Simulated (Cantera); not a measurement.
Cantera run, input and output.

```python
import numpy as np
import cantera as ct

gas = ct.Solution("gri30.yaml")


def delay(T, t_max=10):
    gas.TPX = T, 500000, {'CH4': 1, 'C2H6': 0.27, 'O2': 1.64, 'N2': 4.74}
    reactor = ct.IdealGasConstPressureReactor(gas, clone=False)
    net = ct.ReactorNet([reactor])
    net.rtol, net.atol = 1e-8, 1e-16
    while net.time < t_max:
        t_old, T_old = net.time, reactor.T
        net.step()
        if reactor.T > T + 400:  # ignition: a rise of 400 K
            return t_old + (T + 400 - T_old) / (reactor.T - T_old) * (net.time - t_old)
    return np.nan


taus = []
for T in [1275, 1325, 1375, 1425, 1475, 1525, 1575, 1625, 1675, 1725]:
    taus.append(delay(T))
    print(f"T0 = {T:6g} K   tau = {taus[-1]:.4e} s")
```

Result:

```
T0 =   1275 K   tau = 3.3783e-04 s
T0 =   1325 K   tau = 1.9350e-04 s
T0 =   1375 K   tau = 1.1838e-04 s
T0 =   1425 K   tau = 7.6275e-05 s
T0 =   1475 K   tau = 5.1054e-05 s
T0 =   1525 K   tau = 3.5142e-05 s
T0 =   1575 K   tau = 2.4730e-05 s
T0 =   1625 K   tau = 1.7744e-05 s
T0 =   1675 K   tau = 1.2974e-05 s
T0 =   1725 K   tau = 9.6690e-06 s
```

Detailed kinetics in Cantera: GRI-Mech 3.0 (53 species, 325 reactions).
